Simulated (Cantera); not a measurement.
Diamond growth

A diamond (100) surface in a fixed gas of H2 with x(CH4) = 0.0057, x(CH3) = 4.1e-05, at 975 K, 6400 Pa; coverages are run to steady state.

Model: the Harris–Goodwin 1993 mechanism for the reconstructed diamond (100) surface, integrated in Cantera.

| x(H) | growth (µm/h) | θ c6HH | θ c6H* | θ c6*H | θ c6** | θ c6HM |
|---|---|---|---|---|---|---|
| 0.0001 | 0.489 | 0.562 | 0.0132 | 0.289 | 0.00385 | 0.0980 |
| 0.0002 | 0.713 | 0.574 | 0.0141 | 0.311 | 0.00525 | 0.0715 |
| 0.00042 | 0.923 | 0.590 | 0.0150 | 0.330 | 0.00646 | 0.0441 |
| 0.00085 | 1.06 | 0.602 | 0.0155 | 0.341 | 0.00724 | 0.0251 |
| 0.0017 | 1.15 | 0.610 | 0.0158 | 0.348 | 0.00769 | 0.0135 |
| 0.0035 | 1.19 | 0.615 | 0.0160 | 0.352 | 0.00795 | 0.00685 |
| 0.0072 | 1.22 | 0.617 | 0.0162 | 0.354 | 0.00808 | 0.00340 |
| 0.015 | 1.23 | 0.618 | 0.0163 | 0.355 | 0.00816 | 0.00165 |
| 0.03 | 1.24 | 0.619 | 0.0165 | 0.355 | 0.00822 | 0.000829 |
θ: site fractions in the mechanism's names (c6HH fully hydrogenated, c6H* and c6*H radical sites, c6** diradical, c6HM methylated).
